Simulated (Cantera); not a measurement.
# Premixed flame

A freely propagating, adiabatic, planar premixed flame of 30.5 % H₂, 13.9 % O₂, 55.6 % N₂, unburnt at 475 K and 1.01 bar; mixture-averaged transport, grid criteria slope 0.08 and curve 0.16, no radiation.

Detailed kinetics in Cantera: the H2/O2 subset of GRI-Mech 3.0, which has no nitrogen chemistry. Burning velocities carry a grid error of a few per cent, more on coarse grids.

```
z (mm)  T (K)  u (m/s)    x H₂     x O₂      x OH      x H     x HO₂       x O
------  -----  -------  ------  -------  --------  -------  --------  --------
-1.29     475     4.98   0.305    0.139     <1e-8    <1e-8     <1e-8     <1e-8
-0.857    475     4.98   0.305    0.139     <1e-8    <1e-8     <1e-8     <1e-8
-0.643    475     4.98   0.305    0.139     <1e-8    <1e-8     <1e-8     <1e-8
-0.429    475     4.98   0.305    0.139     <1e-8    <1e-8   6.48e-8     <1e-8
-0.214    483     5.04   0.302    0.139   8.76e-6  1.42e-5  0.000112   1.73e-6
-0.107    701     7.12   0.269    0.136  0.000894  0.00359  0.000270  0.000182
0        1178     11.5   0.170   0.0997   0.00285   0.0313   9.59e-5   0.00408
0.107    1512     14.6  0.0800   0.0423   0.00844   0.0558   3.58e-5   0.00957
0.214    1668     16.0  0.0579   0.0239    0.0118   0.0550   1.83e-5    0.0101
0.429    1826     17.4  0.0546   0.0180    0.0141   0.0440   1.17e-5   0.00881
0.857    1984     18.7  0.0531   0.0143    0.0151   0.0318   7.75e-6   0.00667
1.71     2132     19.8  0.0498   0.0107    0.0147   0.0214   4.89e-6   0.00450
3.43     2257     20.8  0.0451  0.00735    0.0130   0.0136   2.96e-6   0.00271
```
x: mole fraction of selected species; z is measured from the peak of heat release.

```json
{
  "laminar_burning_velocity": "498 cm/s",
  "thermal_thickness": "0.429 mm",
  "peak x(OH)": "0.0151",
  "peak x(H)": "0.0572",
  "peak x(HO₂)": "0.000385",
  "peak x(O)": "0.0102"
}
```
